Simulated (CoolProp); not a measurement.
Vapour pressure (MPa) of n-undecane: the reference equation beside estimates from Tc = 638.8 K, pc = 1.990 MPa, ω = 0.539. Clausius-Clapeyron is anchored at 346.6 K with a constant enthalpy of vaporisation of 52.19 kJ/mol.

Computed with CoolProp (reference Helmholtz-energy equation of state, Aleksandrov 2011). It is a short technical equation, of lower accuracy than the large ones.

| T (K) | reference | Clausius-Clapeyron | van der Waals | Redlich-Kwong | Soave-Redlich-Kwong | Peng-Robinson |
|---|---|---|---|---|---|---|
| 333.7 | 0.0006122 | 0.0006179 | 0.07398 | 0.008086 | 0.0005785 | 0.0006561 |
| 340.1 | 0.0008778 | 0.0008804 | 0.08363 | 0.01031 | 0.0008313 | 0.0009328 |
| 346.6 | 0.001244 | 0.001244 | 0.09430 | 0.01303 | 0.001181 | 0.001312 |
| 353.1 | 0.001736 | 0.001737 | 0.1059 | 0.01630 | 0.001652 | 0.001819 |
| 359.6 | 0.002385 | 0.002395 | 0.1185 | 0.02019 | 0.002277 | 0.002484 |
| 366.1 | 0.003231 | 0.003265 | 0.1320 | 0.02476 | 0.003095 | 0.003348 |
| 372.6 | 0.004319 | 0.004403 | 0.1466 | 0.03010 | 0.004151 | 0.004457 |
| 379 | 0.005677 | 0.005852 | 0.1620 | 0.03619 | 0.005475 | 0.005837 |
| 385.5 | 0.007407 | 0.007737 | 0.1788 | 0.04329 | 0.007168 | 0.007591 |
| 392 | 0.009558 | 0.01014 | 0.1966 | 0.05142 | 0.009282 | 0.009769 |

Absolute difference from the reference over all 10 rows, mean and median: Clausius-Clapeyron 1.8 and 1.0 %, van der Waals 5406.5 and 4427.0 %, Redlich-Kwong 755.1 and 706.4 %, Soave-Redlich-Kwong 4.3 and 4.4 %, Peng-Robinson 4.2 and 3.9 %.
